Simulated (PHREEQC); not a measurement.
Make-up at 72 °C: 0.00011 mol/kgw CaSO4, 0.013 mol/kgw K3PO4, 7.1e-05 mol/kgw NH4Cl and 0.13 mol/kgw (NH4)2SO4. Closed to the air; pH follows from the charge balance.

The numbers come from PHREEQC with the ion-association model, wateq4f.dat.

Precipitation was switched off in this run.

**Question.** Predict the pH, ionic strength, activity of water.

**Answer.** pH 7.07; ionic strength 0.318 mol/kgw; activity of water 0.993.

**Question.** In which forms is P present?

**Answer.** HPO4-2 73 %, H2PO4- 26 %, KHPO4- 0.9 % of the P.

Saturation is exceeded, for instance for Hydroxyapatite; the values hold only as long as no solid forms. Complexes and solids missing from the database can't appear. H3PO4, which wateq4f.dat lacks, is added to it with the constant of phreeqc.dat. Away from 25 °C the constants follow the database's enthalpies or fits; those with neither stay at their 25 °C values.
